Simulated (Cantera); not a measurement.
A closed system holds: 1 mol CsCl, 8.5 mol H2O, 4.1 mol H2, at 1250 K and 0.130 bar.

Equilibrium computed with Cantera from the NASA thermochemical tables; the gas is ideal and each condensed phase is pure. Equilibrium is a limit: real reactors are often held back by kinetics, nucleation or transport.

```
species    before     after
-------  --------  --------
H2          0.303     0.597
H2O         0.628     0.362
CsCl       0.0624    0.0382
Cs2Cl2    0.00553   0.00207
CsOH     0.000432  0.000252
HCl      0.000443  0.000268
Cs        1.10e-5   1.56e-5
```
Gas species are given as mole fractions.

Task: Name the change that produced these shifts.
A. pressure from 0.130 bar to 2.10 Pa
B. H2 from 4.1 to 14 mol
C. pressure from 0.130 bar to 2.00 mbar
D. temperature from 1250 K to 1075 K

Result: B, H2 from 4.1 to 14 mol
